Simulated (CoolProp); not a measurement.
A simple Rankine cycle with R365MFC: condensing at 303.15 K, boiler at 2.09 MPa, turbine inlet 474.6 K, turbine efficiency 0.85, pump efficiency 0.6, no recuperator. Each further row changes one setting.

Model: reference Helmholtz-energy equation of state, Lemmon 2016, in CoolProp.

```json
[
 {"case": "as stated", "thermal efficiency (%)": "16.9", "net work (kJ/kg)": "61.9", "heat in (kJ/kg)": "366", "turbine exit temperature (K)": "404.6", "volume ratio over the turbine": "33.4"},
 {"case": "turbine inlet 494.6 K", "thermal efficiency (%)": "16.7", "net work (kJ/kg)": "65.9", "heat in (kJ/kg)": "395", "turbine exit temperature (K)": "425.3", "volume ratio over the turbine": "32.1"},
 {"case": "condensing temperature 295.15 K", "thermal efficiency (%)": "18.0", "net work (kJ/kg)": "67.8", "heat in (kJ/kg)": "[?]", "turbine exit temperature (K)": "399.4", "volume ratio over the turbine": "45.6"},
 {"case": "boiler pressure 1.46 MPa", "thermal efficiency (%)": "[?]", "net work (kJ/kg)": "58.2", "heat in (kJ/kg)": "375", "turbine exit temperature (K)": "415.0", "volume ratio over the turbine": "21.7"},
 {"case": "turbine efficiency 0.75", "thermal efficiency (%)": "14.8", "net work (kJ/kg)": "54.3", "heat in (kJ/kg)": "366", "turbine exit temperature (K)": "411.0", "volume ratio over the turbine": "[?]"}
]
```

Question: Fill in the missing entries.

Answer: 
- condensing temperature 295.15 K, heat in (kJ/kg): 377
- boiler pressure 1.46 MPa, thermal efficiency (%): 15.5
- turbine efficiency 0.75, volume ratio over the turbine: 34.0
